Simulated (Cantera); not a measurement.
Input: 1 mol Si₂Cl₆, 11 mol N₂, held at 1.30 bar.

These are equilibrium values from Cantera (NASA tables, ideal gas, pure condensed phases), not measurements of a reactor. Candidate condensed phases: Si, Si₃N₄; 13 gas species. The feed counts by its element totals alone. N₂ is the only nitrogen source here; it is nearly inert below about 1500 K, so the nitride shown seldom forms there in practice. The tables' values for SiCl₃ are old estimates; treat these amounts as uncertain. The numbers say what is thermodynamically allowed, not how fast it happens. All values below are at 850 °C.

Base state: N₂ 0.877, SiCl₄ 0.123, SiCl₃ 0.000154 (mole fractions); condensed: Si₃N₄(s).

Question: What changes in the equilibrium state with this change: Si₂Cl₆ replaced by Si₂H₆?

Answer: 
```
species          before    after
-------------  --------  -------
N₂                0.877    0.763
H₂                    0    0.237
NH₃                   0  3.67e-5
SiCl₄             0.123        0
SiCl₃          0.000154        0
Si₃N₄(s), mol     0.167    0.667
```
